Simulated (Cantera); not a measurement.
Cantera run:

```python
import numpy as np
import cantera as ct

gas_names = [...]  # 130 gases of nasa_gas.yaml made of C, H, Mg, O, S
cond_names = """
    C(gr) C6H6(L) C7H8(L) C8H18(L),n-octa H2O(s) H2O(L) H2SO4(L) Mg(cr) Mg(L) MgCO3(s) MgO(s) MgO(L)
    MgO2H2(s) MgS(s) MgSO4(s) MgSO4(L) S(cr1) S(cr2) S(L)
""".split()


# ... load() reads the species with a 1 bar reference pressure and builds the phases ...
atoms = {
    'MgSO4': {'Mg': 1, 'S': 1, 'O': 4},
    'C': {'C': 1},
    'O2': {'O': 2},
    'H2': {'H': 2},
}
top_T = {'C(gr)': 4500, 'MgS(s)': 2250}  # K; cautious upper limits of use, not melting points


# ... equilibrate(T, P, feed) seeds the gas with the atoms and calls Mixture.equilibrate('TP', solver="vcs", rtol=1e-11, max_steps=5000) ...
results = []
feed = {'MgSO4': 1, 'C': 0.0069, 'O2': 0.35, 'H2': 0.088}  # mol
T = 998.15  # K
P = 100000  # Pa
mix = equilibrate(T, P, feed)
results.append((T, P, feed, dict(zip(mix.species_names, mix.species_moles))))
x = sorted(zip(gas.X, gas.species_names), reverse=True)
print(f"T = {T:g} K  P = {P:g} Pa  gas = {mix.phase_moles(0):.4g} mol")
print("   x: " + "  ".join(f"{s} {v:.3e}" for v, s in x if v > 1e-05))
print("   condensed (mol): " + ("  ".join(f"{mix.phase(i).name} {mix.phase_moles(i):.4g}"
      for i in range(1, mix.n_phases) if mix.phase_moles(i) > 1e-12) or "none"))
```

It prints:

```
T = 998.15 K  P = 100000 Pa  gas = 0.394 mol
   x: O2 7.591e-01  H2O 2.233e-01  CO2 1.751e-02
   condensed (mol): MgO(s) 3.064e-06  MgSO4(s) 1
```

These are equilibrium values from Cantera (NASA tables, ideal gas, pure condensed phases), not measurements of a reactor.
